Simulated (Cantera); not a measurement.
Source: NASA polynomial tables (part measured, part estimated), evaluated in Cantera. Values are per mole of reaction as written; species without (g) are pure solids or liquids, kept so even where they would boil at 1 bar. ZrN: taken at fixed stoichiometry.

2 N2O(g) + ZrN = ZrO2 + 5 N(g), with ΔH° = 1468.0 kJ and ΔS° = 338.2 J/K at 300 K.

### Question
How far is the shortcut ΔG° ≈ ΔH°(300 K) − T·ΔS°(300 K) from the full temperature-dependent value at 623, 673, 723, 773, 823, 873 K?

### Answer
```json
[
 {"T (K)": "623", "shortcut (kJ)": "1257.3", "full (kJ)": "1252.3", "difference (kJ)": "5.0", "difference in log10 K": "-0.42"},
 {"T (K)": "673", "shortcut (kJ)": "1240.4", "full (kJ)": "1234.0", "difference (kJ)": "6.4", "difference in log10 K": "-0.50"},
 {"T (K)": "723", "shortcut (kJ)": "1223.5", "full (kJ)": "1215.7", "difference (kJ)": "7.8", "difference in log10 K": "-0.57"},
 {"T (K)": "773", "shortcut (kJ)": "1206.6", "full (kJ)": "1197.2", "difference (kJ)": "9.4", "difference in log10 K": "-0.63"},
 {"T (K)": "823", "shortcut (kJ)": "1189.7", "full (kJ)": "1178.7", "difference (kJ)": "11.0", "difference in log10 K": "-0.70"},
 {"T (K)": "873", "shortcut (kJ)": "1172.8", "full (kJ)": "1160.1", "difference (kJ)": "12.7", "difference in log10 K": "-0.76"}
]
```
The shortcut ignores the heat-capacity change of the reaction.
